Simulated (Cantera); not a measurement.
Charge: 1 mol SiCl4, 29 mol H2O, 3 mol H2, at 100000 Pa.

These are equilibrium values from Cantera (NASA tables, ideal gas, pure condensed phases), not measurements of a reactor. Candidate condensed phases: H2O, Si, SiO2; 30 gas species. The tables hold silica as quartz up to 1696 K and as liquid above; real silica turns to tridymite and cristobalite and melts near 1996 K. Gases not in the tables: Si(OH)4. Kinetics and transport are ignored.

log p: log10 of the partial pressure in bar; n: condensed amount in mol.

```
T (K)  log p H2O  log p HCl  log p H2  log p Cl  log p H  log p OH  n SiO2(α-quartz)  n SiO2(β-quartz)
-----  ---------  ---------  --------  --------  -------  --------  ----------------  ----------------
600        -0.10      -0.93     -1.05      <-12     <-12      <-12              1.00                 0
650        -0.10      -0.93     -1.05      <-12     <-12      <-12              1.00                 0
700        -0.10      -0.93     -1.05      <-12     <-12      <-12              1.00                 0
750        -0.10      -0.93     -1.05      <-12     <-12      <-12              1.00                 0
800        -0.10      -0.93     -1.05    -11.92     <-12      <-12              1.00                 0
850        -0.10      -0.93     -1.05    -11.09   -11.22      <-12                 0              1.00
900        -0.10      -0.93     -1.05         ?        ?      <-12                 0              1.00
950        -0.10      -0.93     -1.05     -9.68    -9.78    -11.66                 0              1.00
1000       -0.10      -0.93     -1.05     -9.08    -9.17    -10.87                 0              1.00
1050       -0.10      -0.93     -1.05     -8.53    -8.62    -10.16                 0              1.00
1100       -0.10      -0.93     -1.05         ?        ?         ?                 0              1.00
1150       -0.10      -0.93     -1.05     -7.58    -7.65     -8.92                 0              1.00
1200       -0.10      -0.93     -1.05     -7.17    -7.23     -8.38                 0              1.00
1250       -0.10      -0.93     -1.05     -6.79    -6.84     -7.88                 0              1.00
```

Question: Some entries are withheld; supply them.

Answer: 
- 1100, log p Cl: -8.04
- 1100, log p H: -8.11
- 1100, log p OH: -9.51
- 900, log p Cl: -10.35
- 900, log p H: -10.46
